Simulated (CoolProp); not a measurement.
A closed Brayton cycle with dry air: compressor inlet 328.15 K and 7.2 MPa, high pressure 20.1 MPa, turbine inlet 730 K, compressor efficiency 0.8, turbine efficiency 0.9, recuperator effectiveness 0.8 (on enthalpy, no pinch check). Each further row changes one setting.

Model: reference Helmholtz-energy equation of state, Lemmon 2000, in CoolProp. It is a pseudo-pure fit of the blend.

```csv
case,thermal efficiency (%),net work (kJ/kg),compressor to turbine work,compressor exit (K),turbine exit (K)
as stated,15.3,31.2,0.82,468.6,569.8
turbine inlet 680 K,10.3,18.9,…,468.6,…
compressor inlet 338.15 K,13.2,26.4,0.85,…,569.8
high pressure 17.1 MPa,…,32.6,…,…,…
recuperator effectiveness 0.5,13.2,31.2,0.82,468.6,569.8
```

Q: Some entries are withheld; supply them.

A: 
- turbine inlet 680 K, compressor to turbine work: 0.89
- turbine inlet 680 K, turbine exit (K): 529.2
- compressor inlet 338.15 K, compressor exit (K): 482.7
- high pressure 17.1 MPa, thermal efficiency (%): 17.3
- high pressure 17.1 MPa, compressor to turbine work: 0.79
- high pressure 17.1 MPa, compressor exit (K): 443.7
- high pressure 17.1 MPa, turbine exit (K): 592.6
